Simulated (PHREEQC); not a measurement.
Consider water at 25 °C with 0.395 mol HF and 0.00037 mol (CH3)4NF per kg of water. Closed to the air; pH follows from the charge balance.

Equilibrium calculation in PHREEQC: ion-association model, phreeqc.dat.

```json
{
  "pH": "1.62",
  "ionic_strength": "0.0275 mol/kgw",
  "activity_of_water": "0.993",
  "total_alkalinity": "-395 meq/kg"
}
```

```
species   molality  activity   log γ
--------  --------  --------  ------
HF           0.352     0.354   0.003
H+          0.0271    0.0238  -0.057
HF2-        0.0158    0.0135  -0.068
F-          0.0117   0.00993  -0.071
(CH3)4N+  0.000370  0.000315  -0.069
```

This is a speciation only: nothing precipitates in the calculation. (CH3)4N+ isn't in the database: it is added as a free cation with an ion size of 4 Å.
